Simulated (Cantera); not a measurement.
An isothermal, constant-pressure homogeneous reactor starts with 10.4 % H2, 79.9 % O2, 9.59 % N2, 0.120 % H2O, at 1325 K and 1.20 Torr.

Cantera simulation using GRI-Mech 3.0 (53 species, 325 reactions); the numbers are that mechanism's predictions, not measurements. Radical loss at walls, strong at low pressure, is not modelled. The temperature is held fixed by assumption; the heat of reaction is taken as removed at once.

Question: Predict: x(H2) at 1.00 s; x(O2) at 1.00 s; x(NO) at 1.00 s; x(OH) at 1.00 s; x(H2O2) at 1.00 s; x(HO2) at 1.00 s.

Answer: 
```json
{
  "x(H2) at 1.00 s": "0.00239 (gas-phase equilibrium 4.21e-7)",
  "x(O2) at 1.00 s": "0.746 (gas-phase equilibrium 0.788)",
  "x(NO) at 1.00 s": "3.41e-7 (gas-phase equilibrium 0.000324)",
  "x(OH) at 1.00 s": "0.00751 (gas-phase equilibrium 0.000102)",
  "x(H2O2) at 1.00 s": "1.72e-8 (gas-phase equilibrium 2.60e-10)",
  "x(HO2) at 1.00 s": "4.61e-7 (gas-phase equilibrium 2.68e-8)"
}
```
